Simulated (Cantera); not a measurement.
An isothermal, constant-pressure homogeneous reactor starts with 40.0 % CH4, 60.0 % N2, at 1448 K and 0.0263 atm.

Computed with Cantera and GRI-Mech 3.0 (53 species, 325 reactions). GRI-Mech 3.0 stops at C3 and has no aromatics, soot or wall deposition, so with more carbon than oxygen in the feed, carbon stays in small species such as C2H2 where larger ones or solid carbon would form. Radical loss at walls, strong at low pressure, is not modelled.

One state of this run: x CH4 = 0.312; x C2H6 = 0.000148; x CH3 = 0.000293; x H2 = 0.0920; x C2H = 1.84e-9. x: mole fraction; the columns are a selection and need not sum to one.

Q: Which value of t (s) does it belong to?
A) 0.468
B) 0.0729
C) 0.00449
D) 3.00

A: D, 3.00
